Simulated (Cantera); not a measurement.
A closed system holds: 1 mol C₃H₈, 0.062 mol H₂O, 9.7 mol N₂, 0.41 mol H₂, equilibrated at 1750 °C and 57.8 Torr.

Method: chemical equilibrium by Gibbs-energy minimisation in Cantera with the NASA 1993 tables (ideal gas, pure condensed phases). Equilibrium is a limit: real reactors are often held back by kinetics, nucleation or transport.

```csv
species,before,after
N₂,0.676,0.945
H₂,0.308,0.0436
CO,0.00435,0.00605
HCN,0.00735,0.00327
C₂H₂ (acetylene),0.000275,3.89e-5
H,0.00380,0.00143
HNC,0.000436,0.000194
"C(graphite), mol",2.82,0.902
```
Gas species are given as mole fractions.

Name the change that produced these shifts.
A. temperature from 1750 °C to 427 °C
B. temperature from 1750 °C to 1127 °C
C. C₃H₈ replaced by C
D. temperature from 1750 °C to 675 °C

C, C₃H₈ replaced by C
